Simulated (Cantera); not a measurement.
A closed system holds: 1 mol SiO2, 2.8 mol CO, 4 mol H2, at 1602 °C and 0.133 bar.

Cantera equilibrium calculation (NASA polynomials, part measured and part estimated; ideal gas, pure solids and liquids). Candidate condensed phases: C, C6H6, C7H8, C8H18, H2O, Si, SiC, SiO2; 123 gas species. The tables hold silica as quartz up to 1696 K and as liquid above; real silica turns to tridymite and cristobalite and melts near 1996 K. Rates play no part.

Base state: H2 0.577, CO 0.408, SiO 0.00672, H2O 0.00574, H 0.00136, CO2 0.000985 (mole fractions); condensed: SiO2(condensed).

Task: What changes in the equilibrium state with this change: 0.026 mol CO2 added?

Result: 
| species | before | after |
|---|---|---|
| H2 | 0.577 | 0.574 |
| CO | 0.408 | 0.410 |
| H2O | 0.00574 | 0.00755 |
| SiO | 0.00672 | 0.00508 |
| CO2 | 0.000985 | 0.00131 |
| H | 0.00136 | 0.00136 |
| SiO2(condensed), mol | 0.954 | 0.965 |
